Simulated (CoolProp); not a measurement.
Computed with CoolProp (reference Helmholtz-energy equation of state, Younglove 1994). It is a modified Benedict-Webb-Rubin equation, recast in Helmholtz form.

Question: For R123, give the phase and the density (kg/m³), Joule-Thomson coefficient (K/MPa), isothermal compressibility (1/MPa), viscosity (µPa s) at -94.65 °C and 0.839 MPa; -81.05 °C and 0.839 MPa.

Answer: 
- -94.65 °C and 0.839 MPa: liquid; density 1740, Joule-Thomson coefficient -0.478, isothermal compressibility 0.000587, viscosity 3140
- -81.05 °C and 0.839 MPa: liquid; density 1710, Joule-Thomson coefficient -0.475, isothermal compressibility 0.000655, viscosity 2170

Viscosity comes from a separate model (Tanaka 1996).
